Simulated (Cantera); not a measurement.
What does this Cantera script print?

```python
import numpy as np
import cantera as ct

gas_names = """
    H H2 Hg
""".split()
cond_names = """
    Hg(cr) Hg(L)
""".split()


# ... load() reads the species with a 1 bar reference pressure and builds the phases ...
atoms = {
    'Hg': {'Hg': 1},
    'H2': {'H': 2},
}
top_T = {}  # K; cautious upper limits of use, not melting points


# ... equilibrate(T, P, feed) seeds the gas with the atoms and calls Mixture.equilibrate('TP', solver="vcs", rtol=1e-11, max_steps=5000) ...
results = []
feed = {'Hg': 1, 'H2': 7.2}  # mol
T = 1525  # K
P = 34  # Pa
mix = equilibrate(T, P, feed)
results.append((T, P, feed, dict(zip(mix.species_names, mix.species_moles))))
x = sorted(zip(gas.X, gas.species_names), reverse=True)
print(f"T = {T:g} K  P = {P:g} Pa  gas = {mix.phase_moles(0):.4g} mol")
print("   x: " + "  ".join(f"{s} {v:.3e}" for v, s in x if v > 0.0001))
print("   condensed (mol): " + ("  ".join(f"{mix.phase(i).name} {mix.phase_moles(i):.4g}"
      for i in range(1, mix.n_phases) if mix.phase_moles(i) > 1e-12) or "none"))
```

Output:

```
T = 1525 K  P = 34 Pa  gas = 8.205 mol
   x: H2 8.769e-01  Hg 1.219e-01  H 1.201e-03
   condensed (mol): none
```

Cantera equilibrium calculation (NASA polynomials, part measured and part estimated; ideal gas, pure solids and liquids).
